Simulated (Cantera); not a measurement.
Feed: 1 mol Ti, 0.17 mol C3H8, 1.1 mol H2, at 1750 °C and 11.0 Pa.

Method: chemical equilibrium by Gibbs-energy minimisation in Cantera with the NASA 1993 tables (ideal gas, pure condensed phases). Candidate condensed phases: C, C6H6, C7H8, C8H18, Ti, TiC; 77 gas species. Mutual solubility and eutectic melting of coexisting phases are not modelled. TiC: taken at fixed stoichiometry. Condensed phases not in the tables: N, O or C dissolved in the metal. Rates play no part.

Base state: H2 0.724, H 0.154, Ti 0.122 (mole fractions); condensed: Ti(l) + TiC(s).

**Question.** What changes in the equilibrium state with this change: temperature from 1750 °C to 1725 °C?

**Answer.** 
```
species      before   after
-----------  ------  ------
H2            0.724   0.777
H             0.154   0.135
Ti            0.122  0.0881
Ti(l), mol    0.219   0.304
TiC(s), mol   0.510   0.510
```
